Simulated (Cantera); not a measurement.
Charge: 1 mol Si3N4, 0.58 mol N2O, 590 mol H2, held at 0.100 bar.

Equilibrium computed with Cantera from the NASA thermochemical tables; the gas is ideal and each condensed phase is pure. Candidate condensed phases: H2O, Si, SiO2, Si2N2O, Si3N4; 35 gas species. Mutual solubility and eutectic melting of coexisting phases are not modelled. Gases not in the tables: Si2H6 and higher silanes. Equilibrium is a limit: real reactors are often held back by kinetics, nucleation or transport.

**Question.** What share of the Si ends up in condensed phases as a function of T (K), at 1498, 1548, 1598, 1648, 1698, 1748, 1798, 1848, 1898, 1948, 1998?

**Answer.** 
```tsv
T (K)	Si condensed (%)	as
1498	99.9	Si2N2O(s) + Si3N4(s)
1548	99.4	Si2N2O(s) + Si3N4(s)
1598	98.3	Si(s) + Si2N2O(s) + Si3N4(s)
1648	91.8	Si(s) + Si2N2O(s)
1698	80.2	Si(l)
1748	79.8	Si(l)
1798	79.2	Si(l)
1848	78.2	Si(l)
1898	76.3	Si(l)
1948	73.2	Si(l)
1998	68.0	Si(l)
```
